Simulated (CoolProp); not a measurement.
A single-stage vapour-compression cycle with carbonyl sulfide: evaporating at 219.15 K (dew point), condensing at 275.15 K (bubble point), superheat 2 K, subcooling 0 K, compressor efficiency 0.85, no pressure losses. Each further row changes one setting.

Model: reference Helmholtz-energy equation of state, Lemmon 2006, in CoolProp. It is a short technical equation, of lower accuracy than the large ones.

```json
[
 {"case": "as stated", "cooling COP": "2.65", "pressure ratio": "8.16", "discharge temperature (K)": "362.4", "refrigerating effect (kJ/kg)": "244", "volumetric capacity (kJ/m³)": "691"},
 {"case": "evaporating temperature 224.15 K", "cooling COP": "3.04", "pressure ratio": "6.45", "discharge temperature (K)": "(withheld)", "refrigerating effect (kJ/kg)": "(withheld)", "volumetric capacity (kJ/m³)": "(withheld)"},
 {"case": "condensing temperature 270.15 K", "cooling COP": "2.97", "pressure ratio": "(withheld)", "discharge temperature (K)": "351.0", "refrigerating effect (kJ/kg)": "251", "volumetric capacity (kJ/m³)": "709"},
 {"case": "subcooling 5 K", "cooling COP": "2.72", "pressure ratio": "8.16", "discharge temperature (K)": "362.4", "refrigerating effect (kJ/kg)": "251", "volumetric capacity (kJ/m³)": "709"},
 {"case": "superheat 12 K", "cooling COP": "(withheld)", "pressure ratio": "8.16", "discharge temperature (K)": "(withheld)", "refrigerating effect (kJ/kg)": "251", "volumetric capacity (kJ/m³)": "(withheld)"},
 {"case": "compressor efficiency 0.75", "cooling COP": "(withheld)", "pressure ratio": "8.16", "discharge temperature (K)": "378.1", "refrigerating effect (kJ/kg)": "244", "volumetric capacity (kJ/m³)": "691"}
]
```

Complete the blanks.


- evaporating temperature 224.15 K, discharge temperature (K): 351.5
- evaporating temperature 224.15 K, refrigerating effect (kJ/kg): 247
- evaporating temperature 224.15 K, volumetric capacity (kJ/m³): 868
- condensing temperature 270.15 K, pressure ratio: 7.03
- superheat 12 K, cooling COP: 2.60
- superheat 12 K, discharge temperature (K): 376.1
- superheat 12 K, volumetric capacity (kJ/m³): 676
- compressor efficiency 0.75, cooling COP: 2.34
